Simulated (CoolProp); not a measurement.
Vapour-liquid equilibrium of R125 (1) + R143a (2) at 0.0418 MPa; x and y are mole fractions of (1).

The numbers come from the multi-fluid Helmholtz-energy mixture model, Lemmon 2005 and Lemmon and Jacobsen 2000; pair parameters Lemmon 2004 in CoolProp.

| x | bubble temperature (°C) | y at the bubble point | dew temperature at overall composition x (°C) | liquid density (mol/L) |
|---|---|---|---|---|
| 0.05 | -64.2 | 0.043 | -64.1 | 14.35 |
| 0.15 | -63.9 | 0.135 | -63.9 | 14.20 |
| 0.25 | -63.7 | 0.234 | -63.7 | 14.06 |
| 0.35 | -63.6 | 0.340 | -63.6 | 13.92 |
| 0.45 | -63.5 | 0.449 | -63.5 | 13.79 |
| 0.55 | -63.6 | 0.559 | -63.5 | 13.66 |
| 0.65 | -63.7 | 0.667 | -63.6 | 13.53 |
| 0.75 | -63.8 | 0.772 | -63.8 | 13.40 |
| 0.85 | -64.1 | 0.869 | -64.0 | 13.28 |
| 0.95 | -64.4 | 0.959 | -64.4 | 13.15 |

y crosses x between x = 0.45 and 0.55: the model has an azeotrope there.

The pair parameters rest on a limited set of measurements; away from them the model extrapolates.
